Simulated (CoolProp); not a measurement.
Propylene at 314.92 K and 2.63 MPa is throttled through a valve to 1.27 MPa with no heat exchange. Each further row changes one setting.

The numbers come from the reference Helmholtz-energy equation of state, Lemmon 2013 in CoolProp.

```
case                       temperature change (K)                       final phase  final density (kg/m³)
-------------------------  ----------------------  --------------------------------  ---------------------
as stated                              (withheld)  two-phase, vapour fraction 0.107                    173
outlet pressure 0.381 MPa                   -55.3  two-phase, vapour fraction 0.357                   22.3
outlet pressure 1.65 MPa               (withheld)                        (withheld)             (withheld)
```

Fill in the missing entries.


- as stated, temperature change (K): -12.9
- outlet pressure 1.65 MPa, temperature change (K): -1.7
- outlet pressure 1.65 MPa, final phase: two-phase, vapour fraction 0.014
- outlet pressure 1.65 MPa, final density (kg/m³): 409
